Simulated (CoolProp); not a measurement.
A closed Brayton cycle with dry air: compressor inlet 310.15 K and 5.8 MPa, high pressure 10.6 MPa, turbine inlet 785 K, compressor efficiency 0.85, turbine efficiency 0.85, recuperator effectiveness 0.8 (on enthalpy, no pinch check). Each further row changes one setting.

Computed with CoolProp (reference Helmholtz-energy equation of state, Lemmon 2000). It is a pseudo-pure fit of the blend.

```json
[
 {"case": "as stated", "thermal efficiency (%)": "22.4", "net work (kJ/kg)": "40.2", "compressor to turbine work": "0.63", "compressor exit (K)": "379.5", "turbine exit (K)": "686.2"},
 {"case": "turbine inlet 735 K", "thermal efficiency (%)": "20.3", "net work (kJ/kg)": "33.2", "compressor to turbine work": "0.68", "compressor exit (K)": "379.5", "turbine exit (K)": "641.5"},
 {"case": "compressor inlet 320.15 K", "thermal efficiency (%)": "21.3", "net work (kJ/kg)": "37.8", "compressor to turbine work": "0.66", "compressor exit (K)": "391.7", "turbine exit (K)": "686.2"},
 {"case": "high pressure 9.01 MPa", "thermal efficiency (%)": "20.1", "net work (kJ/kg)": "32.3", "compressor to turbine work": "0.60", "compressor exit (K)": "359.6", "turbine exit (K)": "711.5"},
 {"case": "recuperator effectiveness 0.5", "thermal efficiency (%)": "14.5", "net work (kJ/kg)": "40.2", "compressor to turbine work": "0.63", "compressor exit (K)": "379.5", "turbine exit (K)": "686.2"}
]
```
